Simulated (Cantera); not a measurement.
Input (Python, Cantera) and output of one run.

```python
import numpy as np
import cantera as ct

gas_names = """
    H HO2 H2 H2O H2O2 O OH O2 O3 V VO VO2
""".split()
cond_names = """
    H2O(s) H2O(L) V(cr) V(L) VO(s) VO(L) V2O3(s) V2O3(L) V2O4(I) V2O4(II) V2O4(L) V2O5(s) V2O5(L)
""".split()


# ... load() reads the species with a 1 bar reference pressure and builds the phases ...
atoms = {
    'V2O3': {'V': 2, 'O': 3},
    'H2': {'H': 2},
    'H2O': {'H': 2, 'O': 1},
}
top_T = {}  # K; cautious upper limits of use, not melting points


# ... equilibrate(T, P, feed) seeds the gas with the atoms and calls Mixture.equilibrate('TP', solver="vcs", rtol=1e-11, max_steps=5000) ...
results = []
feed = {'V2O3': 1, 'H2': 0.38, 'H2O': 1}  # mol
T = 1798.15  # K
for P in [10, 36, 130, 460, 1700, 6000, 22000, 77000, 280000, 1000000]:
    mix = equilibrate(T, P, feed)
    results.append((T, P, feed, dict(zip(mix.species_names, mix.species_moles))))

top = {s: max(r[3][s] / sum(r[3][g] for g in gas_names) for r in results) for s in gas_names}
cols = sorted((s for s in top if top[s] > 1e-05), key=lambda s: -top[s])[:7]
seen = [c for c in cond_names if any(r[3].get(c, 0) > 1e-12 for r in results)]
print("log10 of partial pressures in bar; condensed amounts in mol")
print(f"{'P/Pa':>10s}" + "".join(f"{s[:9]:>10s}" for s in cols + seen))
for T, P, feed, n in results:
    ng = sum(n[g] for g in gas_names)
    print(f"{P:10.4g}" + "".join(f"{np.log10(max(n[s] / ng * P / 1e5, 1e-99)):10.3f}" for s in cols)
          + "".join(f"{n.get(c, 0):10.4g}" for c in seen))
```

Output:

```
log10 of partial pressures in bar; condensed amounts in mol
      P/Pa       H2O        H2       VO2         H        OH        O2         O   V2O3(s)
        10    -4.187    -4.558    -5.286    -5.732    -6.543    -7.810    -7.827    0.9619
        36    -3.598    -4.007    -5.268    -5.456    -6.230    -7.735    -7.790    0.9894
       130    -3.031    -3.449    -5.263    -5.177    -5.941    -7.716    -7.780    0.9971
       460    -2.479    -2.899    -5.262    -4.902    -5.664    -7.712    -7.778    0.9992
      1700    -1.910    -2.331    -5.262    -4.618    -5.380    -7.711    -7.778    0.9998
      6000    -1.362    -1.783    -5.262    -4.344    -5.106    -7.711    -7.778    0.9999
   2.2e+04    -0.798    -1.218    -5.262    -4.062    -4.823    -7.712    -7.778         1
   7.7e+04    -0.253    -0.674    -5.262    -3.790    -4.551    -7.712    -7.778         1
   2.8e+05     0.307    -0.113    -5.262    -3.509    -4.271    -7.712    -7.778         1
     1e+06     0.860     0.440    -5.262    -3.233    -3.995    -7.712    -7.778         1
```

Equilibrium computed with Cantera from the NASA thermochemical tables; the gas is ideal and each condensed phase is pure. Condensed phases not in the tables: the oxides between V2O3 and V2O5 other than VO2.
